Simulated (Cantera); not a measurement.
A diamond (100) surface in a fixed gas of H2 with x(CH4) = 0.0064, x(CH3) = 6.1e-05, at 1200 K, 15.0 Torr; coverages are run to steady state.

Model: the Harris–Goodwin 1993 mechanism for the reconstructed diamond (100) surface, integrated in Cantera.

θ: site fractions in the mechanism's names (c6HH fully hydrogenated, c6H* and c6*H radical sites, c6** diradical, c6HM methylated).

| x(H) | growth (µm/h) | θ c6HH | θ c6H* | θ c6*H | θ c6** | θ c6HM |
|---|---|---|---|---|---|---|
| 0.0001 | 0.0135 | 0.618 | 0.0272 | 0.348 | 0.00505 | (withheld) |
| 0.00024 | 0.0359 | 0.531 | 0.0330 | 0.423 | 0.0111 | (withheld) |
| 0.00058 | 0.0709 | 0.481 | 0.0362 | 0.463 | 0.0185 | (withheld) |
| 0.0014 | 0.119 | 0.456 | 0.0375 | 0.481 | 0.0246 | 0.000414 |
| 0.0033 | 0.193 | 0.445 | 0.0381 | 0.488 | 0.0281 | 0.000418 |
| 0.008 | 0.330 | 0.440 | 0.0384 | 0.491 | 0.0299 | (withheld) |
| 0.019 | 0.546 | 0.438 | 0.0385 | 0.492 | 0.0308 | (withheld) |
| 0.047 | 0.826 | 0.437 | 0.0387 | 0.493 | 0.0312 | (withheld) |
| 0.11 | 1.06 | 0.437 | 0.0390 | 0.493 | 0.0314 | (withheld) |

Question: Fill in the missing entries.

Answer: 
- 0.0001, θ c6HM: 0.000228
- 0.00024, θ c6HM: 0.000308
- 0.00058, θ c6HM: 0.000375
- 0.008, θ c6HM: 0.000381
- 0.019, θ c6HM: 0.000304
- 0.047, θ c6HM: 0.000199
- 0.11, θ c6HM: 0.000112
